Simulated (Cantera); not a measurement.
## Equilibrium for chlorosilane synthesis and conversion: SiCl4 + Cl2 + H2

Input: 1 mol SiCl4, a varied amount of Cl2, 3.9 mol H2, at 1002 °C and 75.0 Torr.

Equilibrium computed with Cantera from the NASA thermochemical tables; the gas is ideal and each condensed phase is pure. Candidate condensed phases: Si; 19 gas species. The tables' values for SiCl3 are old estimates; treat these amounts as uncertain. Rates play no part.

| n(Cl2) (mol) | log p HCl | log p H2 | log p SiCl4 | log p SiCl3 | log p SiHCl3 | log p SiCl2 | log p SiH2Cl2 |
|---|---|---|---|---|---|---|---|
| 0.5 | -1.63 | -1.23 | -1.85 | -2.80 | -2.85 | -2.93 | -4.71 |
| 0.59 | -1.59 | -1.25 | -1.85 | -2.84 | -2.90 | -3.02 | -4.82 |
| 0.69 | -1.55 | -1.27 | -1.84 | -2.88 | -2.95 | -3.11 | -4.93 |
| 0.81 | -1.50 | -1.29 | -1.84 | -2.93 | -3.02 | -3.22 | -5.06 |
| 0.95 | -1.46 | -1.32 | -1.83 | -2.99 | -3.09 | -3.33 | -5.20 |
| 1.1 | -1.41 | -1.35 | -1.84 | -3.05 | -3.17 | -3.45 | -5.35 |
| 1.3 | -1.36 | -1.39 | -1.84 | -3.13 | -3.26 | -3.60 | -5.55 |
| 1.5 | -1.32 | -1.44 | -1.84 | -3.20 | -3.36 | -3.74 | -5.73 |
| 1.8 | -1.26 | -1.51 | -1.86 | -3.30 | -3.50 | -3.94 | -6.01 |
| 2.1 | -1.22 | -1.60 | -1.87 | -3.40 | -3.64 | -4.13 | -6.28 |
| 2.5 | -1.17 | -1.73 | -1.89 | -3.54 | -3.84 | -4.38 | -6.66 |
| 3 | -1.12 | -1.95 | -1.91 | -3.72 | -4.13 | -4.72 | -7.22 |
log p: log10 of the partial pressure in bar; nothing condenses.

From 0.5 mol Cl2 to 3 mol Cl2 nothing is condensed. The main Si-bearing gas is SiCl4 throughout.
